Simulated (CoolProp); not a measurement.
Vapour pressure (bar) of n-decane: the reference equation beside estimates from Tc = 617.7 K, pc = 21.01 bar, ω = 0.488. Clausius-Clapeyron is anchored at 489.6 K with a constant enthalpy of vaporisation of 35.09 kJ/mol.

Values from CoolProp's reference Helmholtz-energy equation of state, Lemmon 2006. It is a short technical equation, of lower accuracy than the large ones.

```csv
T (K),reference,Lee-Kesler,Clausius-Clapeyron,Peng-Robinson
453.5,1.184,1.189,1.341,1.190
462.5,1.470,1.477,1.607,1.476
471.5,1.806,1.818,1.912,1.814
480.5,2.200,2.216,2.262,2.210
489.6,2.663,2.683,2.663,2.676
498.6,3.190,3.215,3.111,3.208
507.6,3.795,3.823,3.615,3.819
516.6,4.483,4.516,4.178,4.516
525.7,5.272,5.309,4.813,5.316
534.7,6.153,6.194,5.509,6.211
543.7,7.143,7.187,6.278,7.216
552.7,8.251,8.298,7.124,8.342
561.8,9.502,9.552,8.062,9.613
570.8,10.88,10.93,9.076,11.01
579.8,12.41,12.47,10.18,12.56
```

Absolute difference from the reference over all 15 rows, mean and median: Lee-Kesler 0.6 and 0.7 %, Clausius-Clapeyron 9.3 and 9.3 %, Peng-Robinson 0.8 and 0.7 %.
